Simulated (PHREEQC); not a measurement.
0.26 g of hydrous ferric oxide (600 m²/g; 0.2 weak and 0.005 strong sites per Fe, Dzombak-Morel constants, diffuse double layer) in 1 kg of water with 0.001 mol/kgw of an inert sodium salt and 3.3e-05 mol/kgw ZnCl2, at 25 °C; the pH is set by adding NaOH or the inert anion's acid. Oxygen alone is held at its pressure in air (log pO2 = -0.68). The system is closed to CO2. No solid was allowed to form.

The series has 17 steps of pH, from 3 to 11.

Equilibrium calculation in PHREEQC: ion-association model, wateq4f.dat.

Near which pH is half of the Zn sorbed, and on which side is more sorbed?

Near pH 6.4, with more sorbed at higher pH.

Species that the database lacks are ignored. The oxide is taken as insoluble; below pH 4 it would dissolve.
